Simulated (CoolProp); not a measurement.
Vapour-liquid equilibrium of R245fa (1) + n-pentane (2) at 300.6 K; x and y are mole fractions of (1).

The numbers come from the multi-fluid Helmholtz-energy mixture model, Akasaka 2015 and Thol 2019; pair parameters Bell 2016 in CoolProp.

Task: Give the bubble pressure and the first vapour's composition at x = 0.25, 0.75, 0.85. Is there an azeotrope?

Result: x = 0.25: 1.831 bar, y = 0.638; x = 0.75: 1.939 bar, y = 0.712; x = 0.85: 1.900 bar, y = 0.765. y crosses x between x = 0.65 and 0.75: the model has an azeotrope there.

Pair parameters are fitted to limited data, so mixtures are less certain than the pure fluids. With so large a gap from Raoult's law the liquid may split in two, which this calculation doesn't test in full.
